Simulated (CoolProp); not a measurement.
The fluid at 298.15 K and 4.06 MPa (liquid) is heated at constant pressure to 495.6 K. The same conditions are run with several fluids, on thermodynamics alone (safety and materials aside).

The numbers come from the reference Helmholtz-energy equation of state of each fluid (dimethyl carbonate: Zhou 2011; R114: Platzer 1990; tetradecamethylhexasiloxane (MD4M): Thol 2019; dodecamethylcyclohexasiloxane (D6): Colonna 2008; methanol: de Reuck 1993) in CoolProp. The equations of Platzer and Polt are older, rougher fits.

Problem. Rank dimethyl carbonate, R114, tetradecamethylhexasiloxane (MD4M), dodecamethylcyclohexasiloxane (D6), methanol by heat (kJ/kg), highest first.

Solution. methanol (1350), dimethyl carbonate (407), tetradecamethylhexasiloxane (MD4M) (379), dodecamethylcyclohexasiloxane (D6) (348), R114 (260)

| fluid | final phase | final density (kg/m³) |
|---|---|---|
| dimethyl carbonate | liquid | 759 |
| R114 | supercritical | 229 |
| tetradecamethylhexasiloxane (MD4M) | liquid | 705 |
| dodecamethylcyclohexasiloxane (D6) | liquid | 767 |
| methanol | gas | 42.4 |
